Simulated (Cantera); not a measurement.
Silicon epitaxy and polysilicon growth: SiH4 + N2 + Cl2

Feed: 1 mol SiH4, 5.5 mol N2, 0.1 mol Cl2, equilibrated at 1325 °C and 89000 Pa.

Method: chemical equilibrium by Gibbs-energy minimisation in Cantera with the NASA 1993 tables (ideal gas, pure condensed phases). Candidate condensed phases: NH4Cl, Si, Si3N4; 28 gas species. The numbers say what is thermodynamically allowed, not how fast it happens.

```yaml
x(N2): 0.697
x(H2): 0.274
x(HCl): 0.0287
x(SiCl2): 6.22e-5
x(H): 2.95e-5
x(NH3): 5.00e-6
x(SiCl3): 4.44e-6
x(Cl): 2.45e-6
x(SiHCl3): 1.07e-6
n(Si3N4(s)): 0.333 mol
gas_amount: 6.934 mol
log10 activity of Si(s) (absent): -2.22
```
